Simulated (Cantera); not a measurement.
Input: 1 mol CuO, 5.2 mol CH4, 2.5 mol CO, held at 1 atm.

These are equilibrium values from Cantera (NASA tables, ideal gas, pure condensed phases), not measurements of a reactor. Candidate condensed phases: C, C6H6, C7H8, C8H18, Cu, CuO, Cu(OH)2, Cu2O, H2O; 113 gas species. Rates play no part.

Task: Which condensed phases are stable at each of these points (T (K)): 2100, 2125, 2150, 2175, 2200, 2225, 2250, 2275, 2300, 2325, 2350, 2375, 2400, 2425?

Result: 
```csv
T (K),condensed phases,Cu condensed (%)
2100,C(graphite) + Cu(l),85.4
2125,C(graphite) + Cu(l),81.9
2150,C(graphite) + Cu(l),77.8
2175,C(graphite) + Cu(l),72.8
2200,C(graphite) + Cu(l),66.9
2225,C(graphite) + Cu(l),59.7
2250,C(graphite) + Cu(l),51.2
2275,C(graphite) + Cu(l),41.1
2300,C(graphite) + Cu(l),29.1
2325,C(graphite) + Cu(l),14.8
2350,C(graphite),0.0
2375,C(graphite),0.0
2400,C(graphite),0.0
2425,C(graphite),0.0
```

From 2100 K to 2325 K the condensed part is C(graphite) + Cu(l). From 2350 K to 2425 K the condensed part is C(graphite).
